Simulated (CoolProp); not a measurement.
C2F6 (R116) at 382.74 K and 0.357 MPa is throttled through a valve to 0.119 MPa with no heat exchange. Each further row changes one setting.

Model: reference Helmholtz-energy equation of state, Lemmon 2006, in CoolProp. It is a short technical equation, of lower accuracy than the large ones.

```json
[
 {"case": "as stated", "temperature change (K)": "-1.0", "final density (kg/m³)": "5.20"},
 {"case": "outlet pressure 0.0357 MPa", "temperature change (K)": "-1.4", "final density (kg/m³)": "1.56"},
 {"case": "outlet pressure 0.155 MPa", "temperature change (K)": "-0.9", "final density (kg/m³)": "6.78"}
]
```
